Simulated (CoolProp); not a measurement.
A closed Brayton cycle with dry air: compressor inlet 322.15 K and 5.2 MPa, high pressure 13.5 MPa, turbine inlet 900 K, compressor efficiency 0.85, turbine efficiency 0.93, recuperator effectiveness 0 (on enthalpy, no pinch check). Each further row changes one setting.

Values from CoolProp's reference Helmholtz-energy equation of state, Lemmon 2000. It is a pseudo-pure fit of the blend.

```csv
case,thermal efficiency (%),net work (kJ/kg),compressor to turbine work,compressor exit (K),turbine exit (K)
as stated,[?],87.2,0.58,441.9,715.0
turbine inlet 850 K,16.8,75.5,0.62,441.9,673.7
compressor inlet 332.15 K,[?],[?],0.60,455.4,715.0
high pressure 11.5 MPa,14.9,78.5,0.56,419.5,743.5
recuperator effectiveness 0.5,24.3,87.2,0.58,441.9,715.0
```

**Question.** Some entries are withheld; supply them.

**Answer.** 
- as stated, thermal efficiency (%): 17.3
- compressor inlet 332.15 K, thermal efficiency (%): 17.0
- compressor inlet 332.15 K, net work (kJ/kg): 83.2
